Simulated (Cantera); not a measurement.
Charge: 1 mol Si(CH₃)₄, 0.23 mol C₃H₈, 1.2 mol H₂, at 13.3 mbar.

Equilibrium computed with Cantera from the NASA thermochemical tables; the gas is ideal and each condensed phase is pure. Candidate condensed phases: C, C₆H₆, C₇H₈, C₈H₁₈, Si, SiC; 87 gas species. Rates play no part. All values below are at 1775 °C.

Base state: H₂ 0.979, H 0.0192, C₂H₂ (acetylene) 0.00103, Si 0.000370, SiH 2.57e-5, SiC₂ 1.90e-5, Si₂C 1.23e-5 (mole fractions); condensed: C(graphite) + SiC(s).

### Question
What changes in the equilibrium state with this change: Si(CH₃)₄ replaced by (CH₃)₂SiCl₂?

### Answer
```tsv
species	before	after
H₂	0.979	0.677
HCl	0	0.283
SiCl₂	0	0.0174
H	0.0192	0.0160
Cl	0	0.00493
SiCl	0	0.000348
C(graphite), mol	3.68	1.79
SiC(s), mol	0.996	0.886
```
The feed counts by its element totals alone. The tables' values for SiCl, SiCl₃ are old estimates; treat these amounts as uncertain.
